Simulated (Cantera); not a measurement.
Thermodynamics of metals in furnace atmospheres, feed Fe + SO₂ + CO + CO₂

Charge: 1 mol Fe, 0.017 mol SO₂, 74 mol CO, 0.82 mol CO₂, equilibrated at 0.113 Torr.

Method: chemical equilibrium by Gibbs-energy minimisation in Cantera with the NASA 1993 tables (ideal gas, pure condensed phases). Candidate condensed phases: C, Fe, Fe(CO)₅, FeO, FeS, FeSO₄, FeS₂, Fe₂O₃, Fe₂(SO₄)₃, Fe₃O₄, S; 25 gas species. Mutual solubility and eutectic melting of coexisting phases are not modelled. FeS: taken at fixed stoichiometry. Condensed phases not in the tables: cementite and carbon dissolved in iron. Equilibrium is a limit: real reactors are often held back by kinetics, nucleation or transport.

| T (K) | x CO | x CO₂ | x Fe | x S | x O | x S₂ | x COS | x SO | n C(graphite) | n Fe(α) | n FeS(s) | n Fe(γ) |
|---|---|---|---|---|---|---|---|---|---|---|---|---|
| 723 | 0.836 | 0.164 | <1e-12 | <1e-12 | <1e-12 | <1e-12 | 1.52e-6 | <1e-12 | 9.82 | 0.983 | 0.0169 | 0 |
| 823 | 0.989 | 0.0114 | <1e-12 | <1e-12 | <1e-12 | 1.45e-10 | 6.52e-6 | <1e-12 | 0 | 0.983 | 0.0165 | 0 |
| 923 | 0.989 | 0.0114 | 1.63e-12 | 9.03e-12 | <1e-12 | 1.94e-8 | 1.80e-5 | 1.93e-12 | 0 | 0.984 | 0.0157 | 0 |
| 1023 | 0.989 | 0.0114 | 2.99e-10 | 1.02e-9 | <1e-12 | 1.02e-6 | 4.10e-5 | 2.40e-10 | 0 | 0.986 | 0.0138 | 0 |
| 1123 | 0.988 | 0.0114 | 2.08e-8 | 5.09e-8 | <1e-12 | 2.74e-5 | 8.31e-5 | 1.29e-8 | 0 | 0.993 | 0.00666 | 0 |
| 1223 | 0.988 | 0.0114 | 7.05e-7 | 5.81e-7 | <1e-12 | 8.05e-5 | 6.52e-5 | 1.55e-7 | 0 | 0 | 0 | 1.000 |
| 1323 | 0.988 | 0.0114 | 1.39e-5 | 3.13e-6 | 4.92e-12 | 9.33e-5 | 3.63e-5 | 8.70e-7 | 0 | 0 | 0 | 0.999 |
| 1423 | 0.988 | 0.0114 | 0.000178 | 1.26e-5 | 1.50e-10 | 9.47e-5 | 2.08e-5 | 3.61e-6 | 0 | 0 | 0 | 0.987 |
| 1523 | 0.987 | 0.0114 | 0.00162 | 3.90e-5 | 2.91e-9 | 8.14e-5 | 1.18e-5 | 1.14e-5 | 0 | 0 | 0 | 0.879 |
| 1623 | 0.977 | 0.0112 | 0.0111 | 8.82e-5 | 3.92e-8 | 5.03e-5 | 6.03e-6 | 2.62e-5 | 0 | 0 | 0 | 0.156 |
| 1723 | 0.975 | 0.0112 | 0.0132 | 0.000137 | 3.89e-7 | 1.88e-5 | 2.54e-6 | 4.13e-5 | 0 | 0 | 0 | 0 |
| 1823 | 0.975 | 0.0112 | 0.0132 | 0.000160 | 3.00e-6 | 4.80e-6 | 9.22e-7 | 4.83e-5 | 0 | 0 | 0 | 0 |
| 1923 | 0.975 | 0.0112 | 0.0132 | 0.000166 | 1.87e-5 | 1.16e-6 | 3.38e-7 | 5.03e-5 | 0 | 0 | 0 | 0 |
| 2023 | 0.975 | 0.0111 | 0.0132 | 0.000168 | 9.65e-5 | 3.09e-7 | 1.34e-7 | 5.07e-5 | 0 | 0 | 0 | 0 |
x: gas mole fraction; n: condensed amount in mol.

At 723 K the condensed part is C(graphite) + Fe(α) + FeS(s). From 823 K to 1123 K the condensed part is Fe(α) + FeS(s). From 1223 K to 1623 K the condensed part is Fe(γ). From 1723 K to 2023 K nothing is condensed.
